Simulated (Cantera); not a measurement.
What does this Cantera script print?

```python
import numpy as np
import cantera as ct

gas_names = """
    C CH CH2 CH3 CH2OH CH3O CH4 CH3OH CO CO2 COOH C2 C2H CHCO,ketyl C2H2,acetylene C2H2,vinylidene
    CH2CO,ketene C2H3,vinyl CH3CO,acetyl C2H4 C2H4O,ethylen CH3CHO,ethanal CH3COOH (HCOOH)2 C2H5 C2H6
    CH3OCH3 C2H5OH C2O C3 C3H3,propargyl C3H4,allene C3H4,propyne C3H4,cyclo- C3H5,allyl C3H6,propylene
    C3H6,cyclo- C3H6O C3H7,n-propyl C3H7,i-propyl C3H8 C3H8O,1propanol C3H8O,2propanol C3O2 C4 C4H2
    C4H4,1,3-cyclo- C4H6,butadiene C4H6,2-butyne C4H6,cyclo- C4H8,1-butene C4H8,cis2-buten
    C4H8,tr2-butene C4H8,isobutene C4H8,cyclo- (CH3COOH)2 C4H9,n-butyl C4H9,i-butyl C4H9,s-butyl
    C4H9,t-butyl C4H10,isobutane C4H10,n-butane C5 C5H6,1,3cyclo- C5H8,cyclo- C5H10,1-pentene
    C5H10,cyclo- C5H11,pentyl C5H11,t-pentyl C5H12,n-pentane C5H12,i-pentane CH3C(CH3)2CH3 C6H2
    C6H5,phenyl C6H5O,phenoxy C6H6 C6H5OH,phenol C6H10,cyclo- C6H12,1-hexene C6H12,cyclo- C6H13,n-hexyl
    C7H7,benzyl C7H8 C7H8O,cresol C7H14,1-heptene C7H15,n-heptyl C7H16,n-heptane C8H8,styrene
    C8H10,ethylbenz C8H16,1-octene C8H17,n-octyl C8H18,isooctane C8H18,n-octane C9H19,n-nonyl
    C10H8,naphthale C10H21,n-decyl C12H9,o-bipheny C12H10,bipheny Fe FeC5O5 FeO Fe(OH)2 H HCO HO2 H2
    HCHO,formaldehy HCOOH H2O H2O2 O OH O2 O3
""".split()
cond_names = """
    C(gr) C6H6(L) C7H8(L) C8H18(L),n-octa Fe(a) Fe(c) Fe(d) Fe(L) FeC5O5(L) FeO(s) FeO(L) Fe(OH)2(s)
    Fe(OH)3(s) Fe2O3(s) Fe3O4(s) H2O(s) H2O(L)
""".split()


def load(file, names, dense=False):
    # The tables refer to 1 bar. Condensed volumes are neglected.
    table = {s.name: s for s in ct.Species.list_from_file(file)}
    out = []
    for n in names:
        d = dict(table[n].input_data)
        d["thermo"] = dict(d["thermo"], **{"reference-pressure": 1e5})
        if dense:
            d["equation-of-state"] = {"model": "constant-volume", "density": "1e6 g/cm^3"}
        out.append(ct.Species.from_dict(d))
    return out


gas = ct.Solution(thermo="ideal-gas", species=load("nasa_gas.yaml", gas_names))
cond = {s.name: ct.Solution(thermo="fixed-stoichiometry", species=[s], name=s.name)
        for s in load("nasa_condensed.yaml", cond_names, dense=True)}
atoms = {
    'Fe(CO)5': {'Fe': 1, 'C': 5, 'O': 5},
    'H2': {'H': 2},
}
top_T = {'C(gr)': 4500, 'Fe2O3(s)': 1830, 'Fe3O4(s)': 1870}  # K; cautious upper limits of use, not melting points


def equilibrate(T, P, feed):
    n = {}
    for name, mol in feed.items():
        for a, k in atoms[name].items():
            n[a] = n.get(a, 0.0) + k * mol
    gas.TPX = T, P, n
    mass = sum(n.values()) * gas.mean_molecular_weight
    gas.equilibrate("TP")
    valid = [c for c in cond.values() if c.min_temp <= T <= top_T.get(c.name, c.max_temp)]
    mix = ct.Mixture([(gas, mass / gas.mean_molecular_weight)] + [(c, 0.0) for c in valid])
    mix.T, mix.P = T, P
    mix.equilibrate("TP", solver="vcs", rtol=1e-11, max_steps=5000)
    return mix


results = []
feed = {'Fe(CO)5': 1, 'H2': 0.71}  # mol
T = 1350  # K
P = 260000  # Pa
mix = equilibrate(T, P, feed)
results.append((T, P, feed, dict(zip(mix.species_names, mix.species_moles))))
x = sorted(zip(gas.X, gas.species_names), reverse=True)
print(f"T = {T:g} K  P = {P:g} Pa  gas = {mix.phase_moles(0):.4g} mol")
print("   x: " + "  ".join(f"{s} {v:.3e}" for v, s in x if v > 1e-05))
print("   condensed (mol): " + ("  ".join(f"{mix.phase(i).name} {mix.phase_moles(i):.4g}"
      for i in range(1, mix.n_phases) if mix.phase_moles(i) > 1e-12) or "none"))
```

It prints:

```
T = 1350 K  P = 260000 Pa  gas = 5.667 mol
   x: CO 8.692e-01  H2 1.232e-01  CO2 5.728e-03  H2O 1.596e-03  CH4 2.276e-04
   condensed (mol): C(gr) 0.04021  Fe(c) 1
```

Equilibrium computed with Cantera from the NASA thermochemical tables; the gas is ideal and each condensed phase is pure. Condensed phases not in the tables: cementite and carbon dissolved in iron.
